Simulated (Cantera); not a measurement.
Cantera run:

```python
import numpy as np
import cantera as ct

gas_names = [...]  # 95 gases of nasa_gas.yaml made of C, F, H
cond_names = """
    C(gr) C6H6(L) C7H8(L) C8H18(L),n-octa
""".split()


# ... load() reads the species with a 1 bar reference pressure and builds the phases ...
atoms = {
    'c-C4F8': {'C': 4, 'F': 8},
    'F2': {'F': 2},
    'H2': {'H': 2},
}
top_T = {'C(gr)': 4500}  # K; cautious upper limits of use, not melting points


# ... equilibrate(T, P, feed) seeds the gas with the atoms and calls Mixture.equilibrate('TP', solver="vcs", rtol=1e-11, max_steps=5000) ...
results = []
feed = {'c-C4F8': 1, 'F2': 0.064, 'H2': 0.24}  # mol
T = 1300  # K
P = 3.5  # Pa
mix = equilibrate(T, P, feed)
results.append((T, P, feed, dict(zip(mix.species_names, mix.species_moles))))
print(gas.report(threshold=0.0001))
for i in range(1, mix.n_phases):
    print(f"{mix.phase(i).name:16s} {mix.phase_moles(i):12.5e} mol")
```

Output:

```
       temperature   1300 K
          pressure   3.5 Pa
           density   2.4075e-05 kg/m^3
  mean mol. weight   74.348 kg/kmol
   phase of matter   gas

                          1 kg             1 kmol
                     ---------------   ---------------
          enthalpy       -9.7103e+06       -7.2194e+08  J
   internal energy       -9.8557e+06       -7.3275e+08  J
           entropy            5955.5        4.4278e+05  J/K
    Gibbs function       -1.7452e+07       -1.2976e+09  J
 heat capacity c_p            1180.4             87759  J/K
 heat capacity c_v            1068.6             79445  J/K

                      mass frac. Y      mole frac. X     chem. pot. / RT
                     ---------------   ---------------   ---------------
               CF2        0.00013719        0.00020396           -68.482
               CF4           0.94583           0.79906           -135.03
                HF          0.053989           0.20063           -60.458
     [  +92 minor]        4.0563e-05         0.0001036

C(gr)             2.08779e+00 mol
```

Method: chemical equilibrium by Gibbs-energy minimisation in Cantera with the NASA 1993 tables (ideal gas, pure condensed phases). The feed counts by its element totals alone. Gases not in the tables: C2F6 and larger saturated fluorocarbons.
